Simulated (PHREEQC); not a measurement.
Solution (80 °C): 7.3e-05 mol/kgw PbCl2 and 0.015 mol/kgw KNO3. Closed to the air; pH follows from the charge balance.

Equilibrium calculation in PHREEQC: ion-association model, phreeqc.dat.

```csv
quantity,before,after
pH,6.00,6.19
PbOH+ (mol/kgw),8.20e-7,2.56e-7
PbCl+ (mol/kgw),6.66e-7,2.68e-8
Pb2OH+3 (mol/kgw),2.03e-9,1.26e-10
SI of Pb(OH)2 (Pb(OH)2),+1.01,+0.70
```

Question: What was changed between the two runs?
(A) PbCl2 from 7.3e-05 to 1.46e-05 mol/kgw
(B) KNO3 from 0.015 to 0.075 mol/kgw
(C) temperature from 80 to 10 °C
(D) 0.0023 mol/kgw K2SO4 added
(E) KNO3 replaced by LiNO3 at the same molality

Answer: A, PbCl2 from 7.3e-05 to 1.46e-05 mol/kgw

No solid was allowed to form. Some of these states are supersaturated (in Pb(OH)2, for instance). Away from 25 °C the constants follow the database's enthalpies or fits; those with neither stay at their 25 °C values.
